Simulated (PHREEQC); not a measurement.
0.023 g of hydrous ferric oxide (600 m²/g; 0.2 weak and 0.005 strong sites per Fe, Dzombak-Morel constants, diffuse double layer) in 1 kg of water with 0.1 mol/kgw of an inert sodium salt and 1.2e-06 mol/kgw NaF and 7.7e-08 mol/kgw ZnSO4, at 25 °C; the pH is set by adding NaOH or the inert anion's acid. Oxygen alone is held at its pressure in air (log pO2 = -0.68). CO2 from the air is kept out. Nothing may precipitate in this run.

Base run: PHREEQC, ion-association model, wateq4f.dat. Each further column changes one thing. The table gives F sorbed (%).

```
pH    base  no electrostatic term (-no_edl)  background salt from 0.1 to 0.01 mol/kgw  oxide from 0.023 to 0.11 g/kgw
----  ----  -------------------------------  ----------------------------------------  ------------------------------
3     15.2                              0.1                                      58.7                               ?
3.75  21.9                              0.1                                      64.8                            57.6
4.88  14.9                              0.1                                         ?                            45.8
5.62   7.5                              0.1                                      18.0                            27.9
6.38   2.7                              0.1                                       5.4                               ?
7.12   0.8                              0.1                                       1.3                             3.8
8.25   0.1                              0.1                                       0.1                             0.5
9      0.0                              0.1                                       0.0                             0.1
```

Task: Some entries are withheld; supply them.

Result: 
- 3, oxide from 0.023 to 0.11 g/kgw: 46.3
- 4.88, background salt from 0.1 to 0.01 mol/kgw: 39.6
- 6.38, oxide from 0.023 to 0.11 g/kgw: 11.8

The oxide is taken as insoluble; below pH 4 it would dissolve.
